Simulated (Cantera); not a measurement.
# Equilibrium for nitride etching: Si₃N₄ + H₂ + N₂

Input: 1 mol Si₃N₄, 120 mol H₂, a varied amount of N₂, held at 1873.15 K and 100 Torr.

Cantera equilibrium calculation (NASA polynomials, part measured and part estimated; ideal gas, pure solids and liquids). Candidate condensed phases: Si, Si₃N₄; 18 gas species. Gases not in the tables: Si₂H₆ and higher silanes. Kinetics and transport are ignored.

From 2.3 mol N₂ to 28 mol N₂ the condensed part is Si(l). From 32 mol N₂ to 47 mol N₂ the condensed part is Si₃N₄(s). The main Si-bearing gas is Si throughout.

```csv
n(N₂) (mol),x H₂,x N₂,x H,x Si,n Si(l),n Si₃N₄(s)
2.3,0.964,0.0346,0.00174,6.63e-5,2.98,0
6,0.936,0.0624,0.00171,6.63e-5,2.98,0
9.7,0.909,0.0888,0.00169,6.63e-5,2.98,0
13,0.887,0.111,0.00167,6.63e-5,2.98,0
17,0.862,0.137,0.00164,6.63e-5,2.98,0
21,0.838,0.161,0.00162,6.63e-5,2.98,0
25,0.815,0.184,0.00160,6.63e-5,2.98,0
28,0.798,0.200,0.00158,6.63e-5,2.98,0
32,0.788,0.210,0.00157,6.57e-5,0,0.993
36,0.768,0.231,0.00155,6.18e-5,0,0.993
40,0.749,0.250,0.00153,5.86e-5,0,0.993
43,0.735,0.264,0.00152,5.65e-5,0,0.994
47,0.717,0.281,0.00150,5.41e-5,0,0.994
```
x: gas mole fraction; n: condensed amount in mol.
